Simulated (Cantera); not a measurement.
## Gas activation for diamond growth

An isothermal, constant-pressure homogeneous reactor starts with 0.733 % CH4, 96.5 % H2, 2.80 % CO2, at 2673 K and 0.0180 bar.

Detailed kinetics in Cantera: GRI-Mech 3.0 (53 species, 325 reactions). Radical loss at walls, strong at low pressure, is not modelled.

```csv
t (s),x CH4,x H2,x CO2,x O,x C2H2
0.000100,0.00686,0.961,0.0275,2.44e-8,3.46e-7
0.000315,0.00614,0.952,0.0240,1.65e-7,1.39e-5
0.000990,0.00421,0.921,0.00726,2.45e-6,0.000381
0.00312,0.00101,0.897,0.000122,9.92e-6,0.00192
0.00981,0.000183,0.883,0.000116,1.71e-5,0.00115
0.0309,2.41e-6,0.857,0.000109,3.34e-5,1.18e-5
0.0972,9.29e-12,0.790,0.000107,0.000113,<1e-12
0.306,<1e-12,0.688,0.000103,0.000369,<1e-12
0.962,<1e-12,0.645,0.000101,0.000536,<1e-12
3.03,<1e-12,0.645,0.000101,0.000540,<1e-12
9.53,<1e-12,0.645,0.000101,0.000540,<1e-12
30.0,<1e-12,0.645,0.000101,0.000540,<1e-12
```
x: mole fraction; the columns are a selection and need not sum to one.

Equilibrium at this temperature and pressure: CH4 <1e-12, H2 0.645, CO2 0.000101, O 0.000540, C2H2 <1e-12 (gas phase only).
